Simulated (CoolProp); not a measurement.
Saturation properties of carbon monoxide.

Model: reference Helmholtz-energy equation of state, Lemmon 2006, in CoolProp. It is a short technical equation, of lower accuracy than the large ones.

| T (K) | p (bar) | liquid density (kg/m³) | enthalpy of vaporisation (kJ/kg) | liquid cp (kJ/(kg K)) | surface tension (mN/m) |
|---|---|---|---|---|---|
| 82.3 | 1.092 | 790.3 | 213.8 | 2.148 | 9.38 |
| 87.8 | 1.937 | 765.6 | 205.7 | 2.173 | 8.22 |
| 93.2 | 3.169 | 740.0 | 196.9 | 2.216 | 7.10 |
| 98.7 | 4.938 | 712.3 | 186.8 | 2.285 | 5.98 |
| 104.2 | 7.334 | 682.3 | 175.3 | 2.389 | 4.89 |
| 109.7 | 10.47 | 649.3 | 161.9 | 2.547 | 3.83 |
| 115.2 | 14.47 | 612.2 | 145.9 | 2.805 | 2.80 |
| 120.7 | 19.46 | 568.5 | 126.1 | 3.285 | 1.83 |
| 126.2 | 25.61 | 512.7 | 99.53 | 4.509 | 0.915 |

It boils at 81.6 K under 1 atm.

Surface tension comes from a separate correlation (Mulero 2012).
